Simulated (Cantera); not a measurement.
Mixture: CH₃OH : O₂ : N₂ = 1 : 1.36 : 4.09 (molar parts), at 263 Torr, adiabatic and at constant volume. Ignition delay is the time to a rise of 400 K.

Model: GRI-Mech 3.0 (53 species, 325 reactions), integrated in Cantera. GRI-Mech 3.0 was tuned for natural gas; its chemistry of methanol as a main component is partial and can be far from experiment.

**Question.** Predict: delay at 1175 K; delay at 1275 K; delay at 1375 K; delay at 1475 K; apparent activation energy between 1425 and 1525 K.

**Answer.** delay at 1175 K: 34.4 ms
delay at 1275 K: 7.07 ms
delay at 1375 K: 1.88 ms
delay at 1475 K: 0.623 ms
apparent activation energy between 1425 and 1525 K: 180 kJ/mol
